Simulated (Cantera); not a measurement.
# Diamond growth

A diamond (100) surface in a fixed gas of H2 with x(CH4) = 0.0089, x(H) = 0.00084, at 950 K, 0.0740 atm; coverages are run to steady state.

Cantera simulation using the Harris–Goodwin 1993 mechanism for the reconstructed diamond (100) surface; the numbers are that mechanism's predictions, not measurements.

```
x(CH3)   growth (µm/h)  θ c6HH   θ c6H*  θ c6*H   θ c6**    θ c6HM
-------  -------------  ------  -------  ------  -------  --------
1e-06           0.0293   0.645   0.0141   0.334  0.00633  0.000756
2.6e-06         0.0761   0.644   0.0140   0.333  0.00631   0.00196
6.6e-06          0.192   0.642   0.0140   0.332  0.00628   0.00496
1.7e-05          0.490   0.635   0.0138   0.328  0.00620    0.0126
4.4e-05           1.23   0.619   0.0135   0.320  0.00599    0.0318
0.00011           2.88   0.584   0.0127   0.301  0.00554    0.0744
0.00029           6.47   0.507   0.0110   0.260  0.00456     0.167
0.00075           12.2   0.384  0.00821   0.195  0.00305     0.314
0.0019            18.4   0.250  0.00520   0.123  0.00153     0.476
```
θ: site fractions in the mechanism's names (c6HH fully hydrogenated, c6H* and c6*H radical sites, c6** diradical, c6HM methylated).
